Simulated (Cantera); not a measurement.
Ammonia decomposition in nitride growth gas

An isothermal, constant-pressure homogeneous reactor starts with NH3 : H2 = 1 : 0.55 (molar parts), at 1848 K and 35.3 Torr.

Detailed kinetics in Cantera: the gas-phase N/H chemistry of the illustrative SiF4/NH3 mechanism in the Surface Chemkin manual (1991). Walls and surfaces, which speed up NH3 decomposition in real reactors, are not modelled.

```csv
t (s),x NH3,x H2,x NH2,x N2H2,x H,x N2H4
0.000400,0.645,0.355,3.55e-5,7.00e-9,7.20e-6,1.02e-10
0.00126,0.645,0.355,0.000112,9.11e-8,2.25e-5,1.03e-9
0.00400,0.645,0.355,0.000326,1.07e-6,6.58e-5,8.82e-9
0.0126,0.642,0.356,0.000505,3.04e-6,0.000103,2.12e-8
0.0400,0.634,0.362,0.000504,3.03e-6,0.000105,2.11e-8
0.126,0.610,0.379,0.000491,2.86e-6,0.000112,2.00e-8
0.400,0.542,0.426,0.000454,2.40e-6,0.000131,1.71e-8
1.26,0.385,0.536,0.000362,1.48e-6,0.000184,1.09e-8
4.00,0.160,0.692,0.000200,4.71e-7,0.000316,3.32e-9
12.6,0.0209,0.789,4.99e-5,4.02e-8,0.000688,2.06e-10
40.0,0.000191,0.802,1.42e-6,6.13e-11,0.00218,<1e-12
```
x: mole fraction; the columns are a selection and need not sum to one.

Equilibrium at this temperature and pressure: NH3 3.93e-7, H2 0.802, NH2 2.96e-9, N2H2 <1e-12, H 0.00220, N2H4 <1e-12 (gas phase only).
